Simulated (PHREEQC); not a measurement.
A solution holds 0.0048 mol HF, 5.3e-05 mol (NH4)2SiF6 and 0.01 mol HBF4 per kg of water, at 7.2 °C. Closed to the air; pH follows from the charge balance.

Computed with PHREEQC (ion-association model, phreeqc.dat).

```tsv
quantity	before	after
pH	2.03	2.83
ionic strength (mol/kgw)	0.0105	0.00155
HF (mol/kgw)	0.00607	0.00161
F- (mol/kgw)	0.000650	0.00104
HF2- (mol/kgw)	1.26e-5	5.38e-6
SI of Quartz (SiO2)	-3.63	-2.70
```

Task: What was changed between the two runs?
(A) (NH4)2SiF6 from 5.3e-05 to 0.00053 mol/kgw
(B) HBF4 replaced by NaHF2 at the same molality
(C) 0.018 mol/kgw HBr added
(D) diluted 10-fold with water
(E) temperature from 7.2 to 85 °C

Result: D, diluted 10-fold with water

Precipitation was switched off in this run. At this temperature some constants are extrapolated from 25 °C, and those without enthalpy data are left unchanged. SiF6-2 is the database's only silicon fluoride. Real BF4- forms and hydrolyses slowly; the run takes it at equilibrium.
